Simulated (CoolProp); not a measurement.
Vapour pressure (MPa) of decamethylcyclopentasiloxane (D5): the reference equation beside estimates from Tc = 345.1 °C, pc = 1.078 MPa, ω = 0.631. Clausius-Clapeyron is anchored at 73.75 °C with a constant enthalpy of vaporisation of 57.97 kJ/mol.

Values from CoolProp's reference Helmholtz-energy equation of state, Thol 2019.

```tsv
T (°C)	reference	Lee-Kesler	Clausius-Clapeyron	Peng-Robinson
46.35	0.0001061	0.0001425	0.0001124	0.0001676
50.95	0.0001473	0.0001923	0.0001532	0.0002242
55.55	0.0002019	0.0002570	0.0002070	0.0002970
60.05	0.0002718	0.0003380	0.0002757	0.0003874
64.65	0.0003643	0.0004432	0.0003666	0.0005039
69.15	0.0004800	0.0005727	0.0004809	0.0006463
73.75	0.0006301	0.0007379	0.0006301	0.0008268
78.25	0.0008144	0.0009381	0.0008150	0.001044
82.85	0.001049	0.001190	0.001053	0.001315
87.35	0.001332	0.001490	0.001345	0.001637
91.95	0.001687	0.001862	0.001716	0.002033
96.45	0.002109	0.002300	0.002165	0.002497
101.05	0.002628	0.002836	0.002730	0.003061
105.65	0.003252	0.003474	0.003423	0.003730
110.15	0.003978	0.004212	0.004249	0.004500
```

Absolute difference from the reference over all 15 rows, mean and median: Lee-Kesler 17.0 and 15.2 %, Clausius-Clapeyron 2.4 and 1.7 %, Peng-Robinson 30.9 and 28.2 %.
